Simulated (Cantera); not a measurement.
Input: 1 mol SiCl4, 0.24 mol HCl, 64 mol H2, held at 0.130 bar.

Method: chemical equilibrium by Gibbs-energy minimisation in Cantera with the NASA 1993 tables (ideal gas, pure condensed phases). Candidate condensed phases: Si; 19 gas species. The numbers say what is thermodynamically allowed, not how fast it happens.

Problem. Which condensed phases are stable at each of these points (T (K)): 923, 973, 1023, 1073, 1123, 1173, 1223, 1273, 1323, 1373, 1423, 1473?

Solution. 
```csv
T (K),condensed phases,Si condensed (%)
923,gas only,0.0
973,gas only,0.0
1023,Si(s),3.6
1073,Si(s),11.9
1123,Si(s),21.0
1173,Si(s),29.9
1223,Si(s),37.4
1273,Si(s),42.6
1323,Si(s),45.6
1373,Si(s),46.9
1423,Si(s),47.0
1473,Si(s),46.6
```

From 923 K to 973 K nothing is condensed. From 1023 K to 1473 K the condensed part is Si(s).
